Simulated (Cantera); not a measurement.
Feed: 1 mol Fe2O3, 33 mol Cl2, 45 mol H2, held at 1.20 Pa.

These are equilibrium values from Cantera (NASA tables, ideal gas, pure condensed phases), not measurements of a reactor. Candidate condensed phases: Fe, FeCl2, FeCl3, FeO, Fe(OH)2, Fe(OH)3, Fe2O3, Fe3O4, H2O; 22 gas species. Kinetics and transport are ignored.

Problem. At 827 °C, list the 4 most abundant gas species with their mole fractions, and the condensed phases.

Solution. HCl 0.795, H2 0.141, H2O 0.0385, FeCl2 0.0256. Condensed: gas only.
